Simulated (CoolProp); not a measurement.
Vapour-liquid equilibrium of toluene (1) + n-nonane (2) at 0.00846 MPa; x and y are mole fractions of (1).

The numbers come from the multi-fluid Helmholtz-energy mixture model, Lemmon 2006 and Lemmon 2006; pair parameters Bell 2016 in CoolProp.

| x | bubble temperature (°C) | y at the bubble point | dew temperature at overall composition x (°C) | liquid density (mol/L) |
|---|---|---|---|---|
| 0.05 | 71.7 | 0.233 | 75.7 | 5.389 |
| 0.125 | 65.7 | 0.459 | 74.2 | 5.607 |
| 0.2 | 61.0 | 0.599 | 72.5 | 5.830 |
| 0.275 | 57.3 | 0.692 | 70.7 | 6.060 |
| 0.35 | 54.4 | 0.756 | 68.8 | 6.299 |
| 0.425 | 52.1 | 0.803 | 66.7 | 6.551 |
| 0.5 | 50.1 | 0.839 | 64.4 | 6.818 |
| 0.575 | 48.5 | 0.869 | 61.9 | 7.103 |
| 0.65 | 47.0 | 0.895 | 59.1 | 7.407 |
| 0.725 | 45.7 | 0.918 | 55.9 | 7.735 |
| 0.8 | 44.5 | 0.940 | 52.2 | 8.089 |
| 0.875 | 43.4 | 0.961 | 48.2 | 8.472 |
| 0.95 | 42.3 | 0.984 | 44.0 | 8.890 |

No azeotrope shows between x = 0.05 and 0.95.

Pair parameters are fitted to limited data, so mixtures are less certain than the pure fluids.
